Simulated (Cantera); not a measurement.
Mixture: H₂ : O₂ : N₂ : NO = 1 : 0.746 : 2.81 : 0.0075 (molar parts), at 5.03 atm, adiabatic and at constant volume. Ignition delay is the time to a rise of 400 K.

Detailed kinetics in Cantera: GRI-Mech 3.0 (53 species, 325 reactions). The hydrogen kinetics of GRI-Mech 3.0 are dated; newer H2 mechanisms differ, most at raised pressure. The mechanism lacks 2 NO + O2 → 2 NO2 and HONO, so NO2 and the effect of NO are under-described below about 1400 K.

Problem. Predict: delay at 1225 K; delay at 1300 K; delay at 1375 K; delay at 1450 K; delay at 1525 K; apparent activation energy between 1375 and 1525 K.

Solution. 
```
Property                                                Value
--------------------------------------------------  ---------
delay at 1225 K                                       10.6 µs
delay at 1300 K                                       6.34 µs
delay at 1375 K                                       4.34 µs
delay at 1450 K                                       3.22 µs
delay at 1525 K                                       2.53 µs
apparent activation energy between 1375 and 1525 K  63 kJ/mol
```
